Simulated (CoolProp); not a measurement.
Vapour-liquid equilibrium of n-octane (1) + o-xylene (2) at 0.119 bar; x and y are mole fractions of (1).

Values from CoolProp's multi-fluid Helmholtz-energy mixture model, Beckmüller 2019 and Zhou 2012; pair parameters Bell 2016.

### Question
Give the bubble temperature and the first vapour's composition at x = 0.35, 0.55, 0.95. Is there an azeotrope?

### Answer
x = 0.35: 344.3 K, y = 0.508; x = 0.55: 341.3 K, y = 0.693; x = 0.95: 336.6 K, y = 0.970. No azeotrope shows between x = 0.05 and 0.95.

The pair parameters rest on a limited set of measurements; away from them the model extrapolates.
